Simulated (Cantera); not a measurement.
An adiabatic, constant-volume homogeneous reactor starts with H2 : O2 : N2 : H2O = 1 : 0.078 : 2.16 : 1 (molar parts), equivalence ratio 6.4, at 1750 K and 100000 Pa.

Detailed kinetics in Cantera: the H2/O2 subset of GRI-Mech 3.0, which has no nitrogen chemistry.

Q: Predict: time of steepest temperature rise; temperature at 0.200 s; equilibrium temperature; x(H2) at 0.200 s; x(O2) at 0.200 s; x(H2O) at 0.200 s; x(OH) at 0.200 s; x(H) at 0.200 s; x(O) at 0.200 s.

A: 
| Property | Result |
|---|---|
| time of steepest temperature rise | 33.9 µs |
| temperature at 0.200 s | 2035 K |
| equilibrium temperature | 2035 K |
| x(H2) at 0.200 s | 0.202 (gas-phase equilibrium 0.202) |
| x(O2) at 0.200 s | 2.33e-7 (gas-phase equilibrium 2.33e-7) |
| x(H2O) at 0.200 s | 0.278 (gas-phase equilibrium 0.278) |
| x(OH) at 0.200 s | 0.000127 (gas-phase equilibrium 0.000127) |
| x(H) at 0.200 s | 0.000871 (gas-phase equilibrium 0.000871) |
| x(O) at 0.200 s | 3.96e-7 (gas-phase equilibrium 3.96e-7) |
